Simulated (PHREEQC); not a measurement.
4.6 g of hydrous ferric oxide (600 m²/g; 0.2 weak and 0.005 strong sites per Fe, Dzombak-Morel constants, diffuse double layer) in 1 kg of water with 0.005 mol/kgw of an inert sodium salt and 0.024 mol ZnSO4, at 25 °C; the pH is set by adding NaOH or the inert anion's acid. Oxygen is held at 0.21 atm. CO2 from the air is kept out. No solid was allowed to form.

Base run: PHREEQC, ion-association model, wateq4f.dat. Each further column changes one thing. The table gives Zn sorbed (%).

| pH | base | no electrostatic term (-no_edl) | background salt from 0.005 to 0.0005 mol/kgw | oxide from 4.6 to 23 g/kgw |
|---|---|---|---|---|
| 4 | 0.3 | 0.3 | 0.3 | 1.8 |
| 4.67 | 1.1 | 1.3 | 1.1 | 6.2 |
| 5.33 | 4.4 | 6.4 | 4.4 | 23.7 |
| 6.67 | 29.0 | 42.8 | 29.0 | 96.0 |
| 7.33 | 31.2 | 44.0 | 31.1 | 99.5 |
| 8 | 32.0 | 44.1 | 31.9 | 99.9 |
| 8.67 | 32.0 | 44.1 | 31.9 | 100.0 |
| 9.33 | 29.3 | 44.1 | 29.2 | 99.9 |
| 10.67 | 22.8 | 35.7 | 22.8 | 99.2 |
| 11.33 | 21.0 | 7.5 | 21.1 | 95.2 |
| 12 | 17.4 | 0.9 | 17.5 | 79.1 |

In at least one series the solution becomes supersaturated in solids that the run did not let form, among them Zn(OH)2-a, Zn4(OH)6SO4.
